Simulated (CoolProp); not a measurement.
Vapour-liquid equilibrium of chloromethane (R40) (1) + isobutene (2) at 331.3 K; x and y are mole fractions of (1).

Model: multi-fluid Helmholtz-energy mixture model, Thol 2014 and Lemmon 2005; pair parameters Bell 2016, in CoolProp.

```csv
x,bubble pressure (kPa),y at the bubble point,dew pressure at overall composition x (kPa),liquid density (mol/L)
0.05,788.9,0.090,769.8,9.898
0.125,847.8,0.207,805.8,10.23
0.2,902.8,0.307,844.1,10.58
0.275,954.4,0.395,884.7,10.95
0.35,1003,0.474,927.6,11.36
0.425,1050,0.547,972.7,11.80
0.5,1095,0.614,1020,12.27
0.575,1138,0.678,1069,12.78
0.65,1180,0.739,1119,13.33
0.725,1221,0.798,1171,13.93
0.8,1262,0.855,1223,14.58
0.875,1301,0.910,1276,15.29
0.95,1340,0.964,1330,16.07
```

No azeotrope shows between x = 0.05 and 0.95.

The pair parameters rest on a limited set of measurements; away from them the model extrapolates.
